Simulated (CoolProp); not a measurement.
Properties of n-perfluoropentane along the isotherm 154.85 °C.

Values from CoolProp's reference Helmholtz-energy equation of state, Gao 2022.

```tsv
p (bar)	phase	Z	cv (kJ/(kg K))	isothermal compressibility (1/MPa)	fugacity coefficient
6.25	gas	0.8951	0.9593	1.805	0.9042
12.5	gas	0.7668	0.9745	1.104	0.8097
18.8	gas	0.5871	1.003	1.156	0.7134
25	supercritical	0.2507	1.035	0.7873	0.6066
31.2	supercritical	0.2606	1.010	0.1383	0.5137
37.5	supercritical	0.2940	1.001	0.07521	0.4497
43.8	supercritical	0.3302	0.9960	0.05191	0.4041
50	supercritical	0.3665	0.9925	0.03990	0.3707
56.2	supercritical	0.4029	0.9899	0.03248	0.3450
62.5	supercritical	0.4397	0.9879	0.02736	0.3244
68.8	supercritical	0.4763	0.9864	0.02366	0.3079
75	supercritical	0.5122	0.9851	0.02091	0.2948
81.2	supercritical	0.5477	0.9841	0.01874	0.2840
87.5	supercritical	0.5837	0.9833	0.01697	0.2749
93.8	supercritical	0.6193	0.9826	0.01551	0.2674
100	supercritical	0.6542	0.9820	0.01430	0.2612
```
